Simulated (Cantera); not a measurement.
Input (Python, Cantera) and output of one run.

```python
import numpy as np
import cantera as ct

gas_names = """
    CL CLO CL2 N NO NO2 NO3 N2 N2O O O2 O3 Si SiCL SiCL2 SiCL3 SiCL4 SiN SiO SiO2 Si2 Si2N Si3
""".split()
cond_names = """
    Si(cr) Si(L) SiO2(Lqz) SiO2(hqz) SiO2(L) Si2N2O(s) Si3N4(a)
""".split()


# ... load() reads the species with a 1 bar reference pressure and builds the phases ...
atoms = {
    'SiCl4': {'Si': 1, 'CL': 4},
    'N2O': {'N': 2, 'O': 1},
    'N2': {'N': 2},
}
top_T = {'Si2N2O(s)': 2100, 'Si3N4(a)': 2400}  # K; cautious upper limits of use, not melting points


# ... equilibrate(T, P, feed) seeds the gas with the atoms and calls Mixture.equilibrate('TP', solver="vcs", rtol=1e-11, max_steps=5000) ...
results = []
T = 2000  # K
P = 9.8  # Pa
for m in [22, 32, 42, 52, 62, 72, 83, 93, 100, 110, 120, 130]:
    feed = {'SiCl4': 1, 'N2O': 0.18, 'N2': m}  # mol
    mix = equilibrate(T, P, feed)
    results.append((T, P, feed, dict(zip(mix.species_names, mix.species_moles))))

top = {s: max(r[3][s] / sum(r[3][g] for g in gas_names) for r in results) for s in gas_names}
cols = sorted((s for s in top if top[s] > 0.001), key=lambda s: -top[s])[:6]
seen = [c for c in cond_names if any(r[3].get(c, 0) > 1e-12 for r in results)]
print("log10 of partial pressures in bar; condensed amounts in mol")
print(f"{'n(N2)':>10s}" + "".join(f"{s[:9]:>10s}" for s in cols + seen))
for T, P, feed, n in results:
    ng = sum(n[g] for g in gas_names)
    print(f"{feed['N2']:10.4g}" + "".join(f"{np.log10(max(n[s] / ng * P / 1e5, 1e-99)):10.3f}" for s in cols)
          + "".join(f"{n.get(c, 0):10.4g}" for c in seen))
```

It prints:

```
log10 of partial pressures in bar; condensed amounts in mol
     n(N2)        N2        CL     SiCL2       SiO        Si      SiCL
        22    -4.076    -4.988    -5.628    -6.167    -6.226    -6.824
        32    -4.058    -5.107    -5.835    -6.310    -6.195    -6.912
        42    -4.048    -5.194    -6.004    -6.418    -6.191    -6.994
        52    -4.042    -5.263    -6.151    -6.504    -6.199    -7.072
        62    -4.037    -5.321    -6.281    -6.576    -6.213    -7.144
        72    -4.034    -5.370    -6.398    -6.637    -6.231    -7.212
        83    -4.031    -5.419    -6.516    -6.696    -6.253    -7.282
        93    -4.029    -5.458    -6.615    -6.743    -6.273    -7.341
       100    -4.028    -5.483    -6.681    -6.773    -6.288    -7.381
       110    -4.026    -5.517    -6.769    -6.813    -6.308    -7.435
       120    -4.025    -5.549    -6.852    -6.850    -6.328    -7.487
       130    -4.024    -5.578    -6.930    -6.883    -6.348    -7.536
```

Cantera equilibrium calculation (NASA polynomials, part measured and part estimated; ideal gas, pure solids and liquids). The tables' values for SiCl, SiCl3, SiN are old estimates; treat these amounts as uncertain.
